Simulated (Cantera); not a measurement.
Feed: 1 mol Cu, 1.1 mol H2O, 1.4 mol CO, equilibrated at 1300 K and 0.00133 bar.

These are equilibrium values from Cantera (NASA tables, ideal gas, pure condensed phases), not measurements of a reactor. Candidate condensed phases: C, C6H6, C7H8, C8H18, Cu, CuO, Cu(OH)2, Cu2O, H2O; 113 gas species. The numbers say what is thermodynamically allowed, not how fast it happens.

Base state: CO 0.348, H2O 0.228, CO2 0.212, H2 0.212, Cu 0.000118, H 1.40e-5 (mole fractions); condensed: Cu(s).

Task: What changes in the equilibrium state with this change: temperature from 1300 K to 998.15 K?

Result: 
```json
[
 {"species": "CO", "before": "0.348", "after": "0.291"},
 {"species": "H2", "before": "0.212", "after": "0.269"},
 {"species": "CO2", "before": "0.212", "after": "0.269"},
 {"species": "H2O", "before": "0.228", "after": "0.171"},
 {"species": "Cu", "before": "0.000118", "after": "1.09e-8"},
 {"species": "H", "before": "1.40e-5", "after": "3.07e-8"},
 {"species": "Cu(s), mol", "before": "1.000", "after": "1.00"}
]
```

Task: What changes in the equilibrium state with this change: temperature from 1300 K to 2000 K?

Result: 
| species | before | after |
|---|---|---|
| CO | 0.348 | 0.284 |
| Cu | 0.000118 | 0.283 |
| H2O | 0.228 | 0.195 |
| H2 | 0.212 | 0.107 |
| CO2 | 0.212 | 0.113 |
| H | 1.40e-5 | 0.0146 |
| O | <1e-9 | 0.000264 |
| O2 | <1e-9 | 0.000207 |
| CuO | <1e-9 | 1.59e-5 |
| Cu(s), mol | 1.000 | 0 |
